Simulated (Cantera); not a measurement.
Input: 1 mol SiH2Cl2, 6.2 mol N2O, 0.99 mol H2, equilibrated at 1152 °C and 0.910 bar.

These are equilibrium values from Cantera (NASA tables, ideal gas, pure condensed phases), not measurements of a reactor. Candidate condensed phases: H2O, NH4Cl, Si, SiO2, Si2N2O, Si3N4; 47 gas species. The tables hold silica as quartz up to 1696 K and as liquid above; real silica turns to tridymite and cristobalite and melts near 1996 K. Gases not in the tables: Si(OH)4. Kinetics and transport are ignored.

Base state: N2 0.575, HCl 0.174, O2 0.146, H2O 0.0976, Cl2 0.00454, Cl 0.00243, NO 0.000592, OH 3.63e-5 (mole fractions); condensed: SiO2(β-quartz).

What changes in the equilibrium state with this change: pressure from 0.910 bar to 0.133 bar?


```
species                before     after
-------------------  --------  --------
N2                      0.575     0.574
HCl                     0.174     0.177
O2                      0.146     0.146
Cl2                   0.00454   0.00185
H2O                    0.0976    0.0956
HOCl                  1.87e-5   7.33e-6
Cl                    0.00243   0.00405
OH                    3.63e-5   5.82e-5
ClO                   2.40e-5   1.54e-5
NO                   0.000592  0.000593
SiO2(β-quartz), mol      1.00      1.00
```
